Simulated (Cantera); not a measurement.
Input: 1 mol trisilylamine, 10 mol N₂, a varied amount of NH₃, at 1500 K and 11.0 Pa.

Method: chemical equilibrium by Gibbs-energy minimisation in Cantera with the NASA 1993 tables (ideal gas, pure condensed phases). Candidate condensed phases: Si, Si₃N₄; 18 gas species. The feed counts by its element totals alone. Mutual solubility and eutectic melting of coexisting phases are not modelled. Kinetics and transport are ignored.

**Question.** Which condensed phases are stable at each of these points (n(NH₃) (mol)): 4.8, 5.6, 6.5, 7.5, 8.7, 10, 12, 13, 16, 18, 21, 24, 28?

**Answer.** 
```
n(NH₃) (mol)  condensed phases  Si condensed (%)
------------  ----------------  ----------------
4.8                   Si₃N₄(s)              99.9
5.6                   Si₃N₄(s)              99.9
6.5                   Si₃N₄(s)              99.9
7.5                   Si₃N₄(s)              99.9
8.7           Si(s) + Si₃N₄(s)              99.9
10            Si(s) + Si₃N₄(s)              99.9
12                       Si(s)              99.9
13                       Si(s)              99.9
16                       Si(s)              99.8
18                       Si(s)              99.8
21                       Si(s)              99.8
24                       Si(s)              99.8
28                       Si(s)              99.8
```

From 4.8 mol NH₃ to 7.5 mol NH₃ the condensed part is Si₃N₄(s). From 8.7 mol NH₃ to 10 mol NH₃ the condensed part is Si(s) + Si₃N₄(s). From 12 mol NH₃ to 28 mol NH₃ the condensed part is Si(s).
